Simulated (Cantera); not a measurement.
A perfectly stirred reactor is fed with CH2O : O2 : N2 = 0.0031 : 0.018 : 1 (molar parts), equivalence ratio 0.17, at 4.50 bar; it is held at 1000 K, and followed from long to short residence time.

Model: GRI-Mech 3.0 (53 species, 325 reactions), integrated in Cantera.

Predict: x(CH2O) at τ = 28.0 s; x(O2) at τ = 28.0 s; x(CH2O) at τ = 0.130 s; x(O2) at τ = 0.130 s.


```json
{
  "x(CH2O) at τ = 28.0 s": "7.05e-6",
  "x(O2) at τ = 28.0 s": "0.0148",
  "x(CH2O) at τ = 0.130 s": "0.000196",
  "x(O2) at τ = 0.130 s": "0.0159"
}
```
